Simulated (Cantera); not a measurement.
Gas mixture: 100 % O₂, at 0.355 atm, frozen composition.

Cantera's kinetic-theory transport with the Lennard-Jones parameters of GRI-Mech 3.0, ideal gas; thermal conductivity in the mixture-averaged form.

D: mixture-averaged diffusion coefficient of that species in the mixture.

```csv
T (K),ρ (kg/m³),cp (J/kg/K),μ (µPa s),λ (mW/m/K),Pr,D (cm²/s) H₂O,D (cm²/s) H,D (cm²/s) OH
400,0.346,941.4,25.6,33.9,0.713,1.12,5.98,1.50
650,0.213,1017,36.0,51.6,0.709,2.78,13.8,3.42
900,0.154,1074,44.7,67.6,0.710,4.96,24.0,5.90
1150,0.120,1109,(withheld),(withheld),0.708,(withheld),(withheld),(withheld)
1400,0.0990,1134,(withheld),(withheld),0.707,(withheld),(withheld),(withheld)
1650,0.0840,1155,66.4,108,0.707,14.1,66.0,16.1
1900,0.0729,1174,72.7,121,0.707,17.8,83.4,20.4
```

Question: Complete the blanks.

Answer: 
- 1150, μ (µPa s): 52.5
- 1150, λ (mW/m/K): 82.2
- 1150, D (cm²/s) H₂O: 7.60
- 1150, D (cm²/s) H: 36.2
- 1150, D (cm²/s) OH: 8.87
- 1400, μ (µPa s): 59.7
- 1400, λ (mW/m/K): 95.7
- 1400, D (cm²/s) H₂O: 10.6
- 1400, D (cm²/s) H: 50.2
- 1400, D (cm²/s) OH: 12.3
